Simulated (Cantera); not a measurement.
A perfectly stirred reactor is fed with 41.7 % CH4, 58.3 % CO2, at 560000 Pa; it is held at 1598 K, and followed from long to short residence time.

Computed with Cantera and GRI-Mech 3.0 (53 species, 325 reactions).

### Question
Predict: x(CH4) at τ = 13.0 s; x(CO2) at τ = 13.0 s; x(OH) at τ = 13.0 s; x(HCO) at τ = 13.0 s; x(CH4) at τ = 39.0 ms; x(CO2) at τ = 39.0 ms; x(OH) at τ = 39.0 ms; x(HCO) at τ = 39.0 ms.

### Answer
```
Item                     Value
---------------------  -------
x(CH4) at τ = 13.0 s    0.0360
x(CO2) at τ = 13.0 s    0.0580
x(OH) at τ = 13.0 s    1.72e-7
x(HCO) at τ = 13.0 s   3.71e-8
x(CH4) at τ = 39.0 ms    0.190
x(CO2) at τ = 39.0 ms    0.367
x(OH) at τ = 39.0 ms   2.47e-7
x(HCO) at τ = 39.0 ms  5.14e-9
```
